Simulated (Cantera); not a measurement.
Input: 1 mol Si, 5.7 mol HCl, 91 mol N2, at 510 Pa.

These are equilibrium values from Cantera (NASA tables, ideal gas, pure condensed phases), not measurements of a reactor. Candidate condensed phases: NH4Cl, Si, Si3N4; 28 gas species. N2 is the only nitrogen source here; it is nearly inert below about 1500 K, so the nitride shown seldom forms there in practice. Equilibrium is a limit: real reactors are often held back by kinetics, nucleation or transport.

Which condensed phases are stable at each of these points (T (°C)): 177, 377, 577, 777, 977, 1177, 1377?


```csv
T (°C),condensed phases,Si condensed (%)
177,Si3N4(s),9.6
377,Si3N4(s),42.5
577,Si3N4(s),57.8
777,Si3N4(s),65.4
977,Si3N4(s),63.6
1177,Si3N4(s),1.3
1377,gas only,0.0
```

From 177 °C to 1177 °C the condensed part is Si3N4(s). At 1377 °C nothing is condensed.
